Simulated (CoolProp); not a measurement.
Saturation properties of cyclopentane.

Values from CoolProp's reference Helmholtz-energy equation of state, Gedanitz 2015.

| T (K) | p (MPa) | vapour Z | liquid viscosity (µPa s) |
|---|---|---|---|
| 374.9 | 0.4342 | 0.9011 | 165 |
| 381.5 | 0.5053 | 0.8900 | 157 |
| 388.1 | 0.5847 | 0.8781 | 149 |
| 394.7 | 0.6731 | 0.8655 | 141 |
| 401.3 | 0.7711 | 0.8520 | 134 |
| 407.9 | 0.8793 | 0.8377 | 128 |
| 414.6 | 1.000 | 0.8223 | 121 |
| 421.2 | 1.131 | 0.8061 | 115 |
| 427.8 | 1.274 | 0.7890 | 109 |
| 434.4 | 1.430 | 0.7708 | 104 |

It boils at 322.4 K under 1 atm.

Viscosity comes from a separate model (Chung 1988), a generic estimate that can be far off for the liquid and wasn't checked against measurements.
